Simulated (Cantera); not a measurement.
Boron, boron nitride and boron oxide: B2H6 + H2O + H2

Input: 1 mol B2H6, a varied amount of H2O, 160 mol H2, held at 2100 K and 6.90 mbar.

Equilibrium computed with Cantera from the NASA thermochemical tables; the gas is ideal and each condensed phase is pure. Candidate condensed phases: B, B2O3, B3O3H3, H2O; 23 gas species. The feed counts by its element totals alone. The tables' values for BH2 are old estimates; treat these amounts as uncertain. Equilibrium is a limit: real reactors are often held back by kinetics, nucleation or transport.

```json
[
 {"n(H2O) (mol)": "0.24", "log p H2": "-2.18", "log p H": "-3.60", "log p H2O": "-9.12", "log p HBO": "-5.18", "n B(s)": "1.61"},
 {"n(H2O) (mol)": "0.89", "log p H2": "-2.18", "log p H": "-3.60", "log p H2O": "-8.56", "log p HBO": "-4.62", "n B(s)": "0.957"},
 {"n(H2O) (mol)": "1.5", "log p H2": "-2.18", "log p H": "-3.60", "log p H2O": "-8.34", "log p HBO": "-4.40", "n B(s)": "0.342"},
 {"n(H2O) (mol)": "2.2", "log p H2": "-2.18", "log p H": "-3.60", "log p H2O": "-5.41", "log p HBO": "-4.30", "n B(s)": "0"},
 {"n(H2O) (mol)": "2.9", "log p H2": "-2.18", "log p H": "-3.60", "log p H2O": "-4.71", "log p HBO": "-4.39", "n B(s)": "0"},
 {"n(H2O) (mol)": "3.5", "log p H2": "-2.18", "log p H": "-3.60", "log p H2O": "-4.46", "log p HBO": "-4.46", "n B(s)": "0"},
 {"n(H2O) (mol)": "4.2", "log p H2": "-2.19", "log p H": "-3.60", "log p H2O": "-4.26", "log p HBO": "-4.54", "n B(s)": "0"},
 {"n(H2O) (mol)": "4.8", "log p H2": "-2.19", "log p H": "-3.60", "log p H2O": "-4.14", "log p HBO": "-4.60", "n B(s)": "0"}
]
```
log p: log10 of the partial pressure in bar; n: condensed amount in mol.

From 0.24 mol H2O to 1.5 mol H2O the condensed part is B(s). From 2.2 mol H2O to 4.8 mol H2O nothing is condensed. The main B-bearing gas is HBO at 0.24 mol H2O and HBO2 at 4.8 mol H2O.
